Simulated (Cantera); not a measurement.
A Cantera script and its output.

```python
import numpy as np
import cantera as ct

gas = ct.Solution("gri30.yaml", transport_model="mixture-averaged")
show = ['CH4', 'CH3', 'OH']

rows = []
print(f"{'T/K':>7s}{'rho':>11s}{'cp':>10s}{'mu':>11s}{'lambda':>11s}{'Pr':>7s}" + "".join(f"{'D_' + s:>11s}" for s in show))
for T in [400, 550, 700, 850, 1000, 1150, 1300, 1450, 1600]:
    gas.TPX = T, 100000, {'NH3': 0.85}
    Pr = gas.cp_mass * gas.viscosity / gas.thermal_conductivity
    D = [gas.mix_diff_coeffs_mole[gas.species_index(s)] for s in show]
    rows.append([gas.density, gas.cp_mass, gas.viscosity, gas.thermal_conductivity, Pr, *D])
    print(f"{T:7g}{gas.density:11.4e}{gas.cp_mass:10.1f}{gas.viscosity:11.4e}"
          f"{gas.thermal_conductivity:11.4e}{Pr:7.3f}" + "".join(f"{d:11.4e}" for d in D))
print("SI units: kg/m3, J/kg/K, Pa s, W/m/K, m2/s")
```

It prints:

```
    T/K        rho        cp         mu     lambda     Pr      D_CH4      D_CH3       D_OH
    400 5.1209e-01    2269.4 1.3919e-05 4.4299e-02  0.713 3.9182e-05 3.9635e-05 6.0180e-05
    550 3.7243e-01    2565.0 1.9185e-05 6.8606e-02  0.717 7.1290e-05 7.1863e-05 1.0703e-04
    700 2.9262e-01    2844.4 2.4262e-05 9.5771e-02  0.721 1.1061e-04 1.1124e-04 1.6366e-04
    850 2.4098e-01    3086.6 2.9080e-05 1.2455e-01  0.721 1.5635e-04 1.5698e-04 2.2909e-04
   1000 2.0484e-01    3319.2 3.3637e-05 1.5410e-01  0.725 2.0794e-04 2.0854e-04 3.0263e-04
   1150 1.7812e-01    3518.2 3.7947e-05 1.8387e-01  0.726 2.6497e-04 2.6551e-04 3.8375e-04
   1300 1.5757e-01    3695.1 4.2034e-05 2.1349e-01  0.728 3.2712e-04 3.2758e-04 4.7207e-04
   1450 1.4127e-01    3851.7 4.5922e-05 2.4272e-01  0.729 3.9412e-04 3.9450e-04 5.6725e-04
   1600 1.2802e-01    3989.7 4.9632e-05 2.7137e-01  0.730 4.6579e-04 4.6607e-04 6.6903e-04
SI units: kg/m3, J/kg/K, Pa s, W/m/K, m2/s
```

Cantera simulation using GRI-Mech 3.0 (53 species, 325 reactions); the numbers are that mechanism's predictions, not measurements. Polar gases are described roughly by these parameters. The composition is frozen, though it would react at the higher temperatures.
